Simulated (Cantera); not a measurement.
A perfectly stirred reactor is fed with C2H4 : H2 = 1 : 16 (molar parts), at 1.20 bar; it is held at 1748 K, and followed from long to short residence time.

Model: GRI-Mech 3.0 (53 species, 325 reactions), integrated in Cantera. GRI-Mech 3.0 was tuned for natural gas; its chemistry of ethylene as a main component is partial and can be far from experiment. GRI-Mech 3.0 stops at C3 and has no aromatics, soot or wall deposition, so with more carbon than oxygen in the feed, carbon stays in small species such as C2H2 where larger ones or solid carbon would form.

Question: Predict: x(C2H4) at τ = 4.00 s; x(H2) at τ = 4.00 s; x(C2H) at τ = 4.00 s; x(CH4) at τ = 4.00 s; x(C2H6) at τ = 4.00 s; x(C2H4) at τ = 62.0 ms; x(H2) at τ = 62.0 ms; x(C2H) at τ = 62.0 ms; x(CH4) at τ = 62.0 ms; x(C2H6) at τ = 62.0 ms.

Answer: 
```json
{
  "x(C2H4) at τ = 4.00 s": "0.00171",
  "x(H2) at τ = 4.00 s": "0.933",
  "x(C2H) at τ = 4.00 s": "6.86e-8",
  "x(CH4) at τ = 4.00 s": "0.0194",
  "x(C2H6) at τ = 4.00 s": "3.22e-6",
  "x(C2H4) at τ = 62.0 ms": "0.00210",
  "x(H2) at τ = 62.0 ms": "0.939",
  "x(C2H) at τ = 62.0 ms": "7.65e-8",
  "x(CH4) at τ = 62.0 ms": "0.00929",
  "x(C2H6) at τ = 62.0 ms": "2.16e-6"
}
```
